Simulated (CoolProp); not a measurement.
Vapour-liquid equilibrium of cyclohexane (1) + n-nonane (2) at 0.699 MPa; x and y are mole fractions of (1).

Values from CoolProp's multi-fluid Helmholtz-energy mixture model, Zhou 2014 and Lemmon 2006; pair parameters Bell 2016.

```csv
x,bubble temperature (°C),y at the bubble point,dew temperature at overall composition x (°C),liquid density (mol/L)
0.05,236.4,[?],239.9,4.107
0.2,220.4,0.408,232.2,[?]
0.35,206.4,0.614,223.8,4.956
0.5,194.0,0.761,214.5,[?]
0.65,182.9,0.865,203.6,5.964
0.8,[?],0.938,190.1,6.558
0.95,164.6,[?],171.3,7.230
```

What belongs in the gaps?


- 0.05, y at the bubble point: 0.119
- 0.2, liquid density (mol/L): 4.518
- 0.5, liquid density (mol/L): 5.434
- 0.8, bubble temperature (°C): 173.1
- 0.95, y at the bubble point: 0.988

No azeotrope shows between x = 0.05 and 0.95.

The pair parameters rest on a limited set of measurements; away from them the model extrapolates.
